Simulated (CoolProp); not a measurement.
The numbers come from the reference Helmholtz-energy equation of state, Thol 2016 in CoolProp.

Problem. For hexamethyldisiloxane (MM), give the phase and the speed of sound (m/s), Joule-Thomson coefficient (K/MPa) at 565.9 K and 0.101 MPa; 591.8 K and 0.101 MPa.

Solution. 
- 565.9 K and 0.101 MPa: gas; speed of sound 170, Joule-Thomson coefficient 6.77
- 591.8 K and 0.101 MPa: gas; speed of sound 174, Joule-Thomson coefficient 6.00
